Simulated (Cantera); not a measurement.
Input: 1 mol borazine, 2.1 mol H₂O, 0.54 mol H₂, equilibrated at 8200 Pa.

Method: chemical equilibrium by Gibbs-energy minimisation in Cantera with the NASA 1993 tables (ideal gas, pure condensed phases). Candidate condensed phases: B, BN, B₂O₃, B₃O₃H₃, H₂O; 39 gas species. The feed counts by its element totals alone. Mutual solubility and eutectic melting of coexisting phases are not modelled. Gases not in the tables: H₃BO₃. Rates play no part.

Q: At 1450 K, list the 6 most abundant gas species with their mole fractions, and the condensed phases.

A: H₂ 0.886, N₂ 0.110, HBO₂ 0.00205, H₂O 0.00147, HBO 0.000490, B₂O₃ 9.16e-5. Condensed: BN(s) + B₂O₃(l).
